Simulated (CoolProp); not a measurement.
A closed Brayton cycle with carbon dioxide: compressor inlet 313.15 K and 8.9 MPa, high pressure 18.6 MPa, turbine inlet 995 K, compressor efficiency 0.89, turbine efficiency 0.9, recuperator effectiveness 0 (on enthalpy, no pinch check). Each further row changes one setting.

Model: reference Helmholtz-energy equation of state, Span 1996, in CoolProp.

```tsv
case	thermal efficiency (%)	net work (kJ/kg)	compressor to turbine work	compressor exit (K)	turbine exit (K)
as stated	11.4	100	0.17	348.5	894.5
turbine inlet 945 K	11.5	94.0	0.18	348.5	847.9
compressor inlet 323.15 K	11.2	90.0	0.26	378.6	894.5
high pressure 15.8 MPa	9.0	80.1	0.16	340.6	916.2
recuperator effectiveness 0.5	18.2	100	0.17	348.5	894.5
```
